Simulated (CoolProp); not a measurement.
Properties of normal hydrogen along the isotherm 35 K.

Values from CoolProp's reference Helmholtz-energy equation of state, Leachman 2009.

```tsv
p (MPa)	phase	isothermal compressibility (1/MPa)	expansivity (1/kK)
1.44	supercritical	(withheld)	201.9
2.88	supercritical	0.1067	49.42
4.32	supercritical	0.05021	28.71
5.76	supercritical	0.03345	21.50
7.2	supercritical	0.02530	17.65
8.64	supercritical	(withheld)	(withheld)
10.1	supercritical	0.01717	13.44
11.5	supercritical	0.01492	12.17
13	supercritical	0.01311	(withheld)
```

Problem. Some entries are withheld; supply them.

Solution. 
- 1.44, isothermal compressibility (1/MPa): 1.921
- 8.64, isothermal compressibility (1/MPa): 0.02044
- 8.64, expansivity (1/kK): 15.19
- 13, expansivity (1/kK): 11.11
